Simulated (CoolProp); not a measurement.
Vapour-liquid equilibrium of CH2F2 (R32) (1) + R236FA (2) at 0.294 bar; x and y are mole fractions of (1).

Values from CoolProp's multi-fluid Helmholtz-energy mixture model, Tillner-Roth 1997 and Pan 2012; pair parameters Bell 2016.

Problem. Give the bubble temperature and the first vapour's composition at x = 0.2, 0.35, 0.8. Is there an azeotrope?

Solution. x = 0.2: 222.5 K, y = 0.795; x = 0.35: 214.2 K, y = 0.907; x = 0.8: 203.0 K, y = 0.986. No azeotrope shows between x = 0.05 and 0.95.

The pair parameters rest on a limited set of measurements; away from them the model extrapolates.
